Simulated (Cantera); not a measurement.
Charge: 1 mol CCl4, 1.2 mol CH4, 2.6 mol H2, held at 3348 K and 10.0 mbar.

Method: chemical equilibrium by Gibbs-energy minimisation in Cantera with the NASA 1993 tables (ideal gas, pure condensed phases). Candidate condensed phases: C, C6H6, C7H8, C8H18; 91 gas species. The tables' values for CCl are old estimates; treat these amounts as uncertain. Equilibrium is a limit: real reactors are often held back by kinetics, nucleation or transport.

Base state: H 0.625, Cl 0.261, C 0.0323, C3 0.0305, H2 0.0230, HCl 0.0144, C2 0.0101, C2H 0.00278 (mole fractions); condensed: gas only.

Question: What changes in the equilibrium state with this change: pressure from 10.0 mbar to 1.00 bar?

Answer: 
```csv
species,before,after
HCl,0.0144,0.297
H2,0.0230,0.267
H,0.625,0.213
C2H2 (acetylene),0.000383,0.0409
C,0.0323,0.000981
C2,0.0101,0.000929
C3,0.0305,0.00853
Cl,0.261,0.158
C3H3 (propargyl),1.39e-9,1.53e-5
C6H2,1.97e-8,0.000179
CH3,3.86e-8,4.62e-5
"C(graphite), mol",0,0.927
```
